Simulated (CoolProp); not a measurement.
Saturation properties of normal hydrogen (Tc = -240.0 °C, pc = 1296 kPa, ω = -0.219).

Model: reference Helmholtz-energy equation of state, Leachman 2009, in CoolProp.

```tsv
T (°C)	p (kPa)	vapour density (kg/m³)	liquid viscosity (µPa s)	vapour viscosity (µPa s)	liquid conductivity (mW/(m K))
-247.45	371.0	4.490	8.98	(withheld)	102
-246.65	434.5	5.264	8.47	1.38	101
-245.75	(withheld)	6.275	7.91	1.45	99.7
-244.95	594.2	7.327	(withheld)	1.52	98.4
-244.15	682.1	8.560	6.97	(withheld)	96.9
-243.35	778.7	10.03	6.50	1.69	95.1
-242.55	884.8	11.83	6.01	1.80	93.1
-241.65	1016	14.50	(withheld)	1.96	90.7
-240.85	1145	18.02	4.78	(withheld)	89.8
```

Question: Fill in the missing entries.

Answer: 
- -247.45, vapour viscosity (µPa s): 1.32
- -245.75, p (kPa): 514.7
- -244.95, liquid viscosity (µPa s): 7.44
- -244.15, vapour viscosity (µPa s): 1.60
- -241.65, liquid viscosity (µPa s): 5.42
- -240.85, vapour viscosity (µPa s): 2.17

It boils at -252.8 °C under 1 atm.

Viscosity comes from a separate model (Muzny 2013). Thermal conductivity comes from a separate model (Assael 2011).
